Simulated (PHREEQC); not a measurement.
## Acid rinse or clean: speciation

Consider water at 30 °C with 18 mmol/kgw HF and 0.55 mmol/kgw ZnSO4. Closed to the air; pH follows from the charge balance.

All values are PHREEQC results (ion-association model, phreeqc.dat), not measurements.

Each row changes one thing in this solution. No solid was allowed to form.

```csv
case,pH,ionic strength (mol/kgw),HF (mol/kgw),F- (mol/kgw),Zn+2 (mol/kgw),SO4-2 (mol/kgw)
as made,2.52,0.00519,0.0145,0.00315,0.000505,0.000414
HF replaced by KHF2 at the same molality,3.19,0.0206,[?],0.0176,0.000462,0.000473
temperature from 30 to 80 °C,2.73,0.00385,0.0157,0.00204,0.000500,0.000325
diluted 100-fold with water,3.84,0.000168,3.40e-5,0.000146,[?],5.41e-6
temperature from 30 to 70 °C,2.68,[?],0.0155,0.00223,0.000500,0.000346
```

**Question.** Some entries are withheld; supply them.

**Answer.** 
- HF replaced by KHF2 at the same molality, HF (mol/kgw): 0.0161
- diluted 100-fold with water, Zn+2 (mol/kgw): 5.48e-6
- temperature from 30 to 70 °C, ionic strength (mol/kgw): 0.00409

Away from 25 °C the constants follow the database's enthalpies or fits; those with neither stay at their 25 °C values.
